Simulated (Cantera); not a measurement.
**Premixed flame**

A freely propagating, adiabatic, planar premixed flame of CH₄ : O₂ : N₂ = 1 : 1.54 : 7.54 (molar parts), unburnt at 398 K and 70000 Pa; mixture-averaged transport, grid criteria slope 0.08 and curve 0.16, no radiation.

Detailed kinetics in Cantera: GRI-Mech 3.0 (53 species, 325 reactions). Burning velocities carry a grid error of a few per cent, more on coarse grids.

```
z (mm)  T (K)  u (m/s)     x CH₄      x O₂    x CH₂O    x N₂O      x CO     x H₂
------  -----  -------  --------  --------  --------  -------  --------  -------
-3.65     399    0.215    0.0988     0.152   1.79e-7    <1e-8   1.56e-5  0.00295
-2.44     405    0.219    0.0980     0.151   1.96e-6    <1e-8  0.000126  0.00696
-1.83     428    0.233    0.0961     0.149   1.29e-5    <1e-8  0.000621   0.0117
-1.22     555    0.306    0.0873     0.140  0.000123    <1e-8   0.00408   0.0198
-0.609    999    0.559    0.0569     0.100  0.000615    <1e-8    0.0204   0.0303
-0.305   1354    0.764    0.0308    0.0631  0.000659  1.44e-8    0.0366   0.0354
0        1673    0.951   0.00762    0.0242  0.000285  1.94e-8    0.0526   0.0383
0.305    1806     1.03  0.000749   0.00550   5.41e-5  1.50e-8    0.0554   0.0375
0.609    1835     1.04   6.38e-5   0.00113   6.20e-6    <1e-8    0.0523   0.0374
1.22     1848     1.05   1.16e-6  0.000159   1.47e-7    <1e-8    0.0491   0.0383
2.44     1859     1.05   1.48e-8   7.60e-5     <1e-8    <1e-8    0.0483   0.0389
4.87     1869     1.06     <1e-8   3.64e-5     <1e-8    <1e-8    0.0485   0.0392
9.75     1878     1.06     <1e-8   1.32e-5     <1e-8    <1e-8    0.0487   0.0393
```
x: mole fraction of selected species; z is measured from the peak of heat release.

```json
{
 "laminar_burning_velocity": "21.4 cm/s",
 "thermal_thickness": "1.22 mm",
 "peak x(CH₂O)": "0.000704",
 "peak x(CO)": "0.0558",
 "peak x(H₂)": "0.0395",
 "grid_points": "140"
}
```
